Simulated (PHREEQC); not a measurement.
1 kg of water holding 0.0069 mol CaCl2, 0.0071 mol SrCl2 and 0.0033 mol NaCl is evaporated at 25 °C; the solids stay in contact with the brine. The system is closed to CO2. Solids allowed: Halite, Portlandite. Others were left out.

Computed with PHREEQC (Pitzer model, pitzer.dat).

```
water left (kg)  ionic strength  water activity  Cl in solution (mol/kgw)  Ca in solution (mol/kgw)  Sr in solution (mol/kgw)
---------------  --------------  --------------  ------------------------  ------------------------  ------------------------
1                        0.0453           0.999                    0.0313                   0.00690                   0.00710
0.6755                   0.0671           0.999                    0.0463                    0.0102                    0.0105
0.4563                   0.0993           0.998                    0.0686                    0.0151                    0.0156
0.3082                    0.147           0.998                     0.102                    0.0224                    0.0230
0.2082                    0.218             ___                     0.150                    0.0331                    0.0341
0.1407                    0.322             ___                     0.223                    0.0491                    0.0505
0.09502                   0.477             ___                     0.329                    0.0726                    0.0747
0.05275                   0.859           0.986                     0.593                     0.131                     0.135
0.03564                    1.27           0.978                     0.878                     0.194                     0.199
0.02407                    1.88             ___                      1.30                     0.287                     0.295
0.01627                    2.78             ___                      1.92                     0.424                     0.436
0.01099                    4.12           0.913                      2.85                     0.628                     0.646
0.007426                   6.10           0.853                      4.21                     0.929                     0.956
0.005012                   9.04           0.746                      6.24                      1.38                      1.42
```

Question: What belongs in the gaps?

Answer: 
- 0.2082, water activity: 0.996
- 0.1407, water activity: 0.995
- 0.09502, water activity: 0.992
- 0.02407, water activity: 0.966
- 0.01627, water activity: 0.947
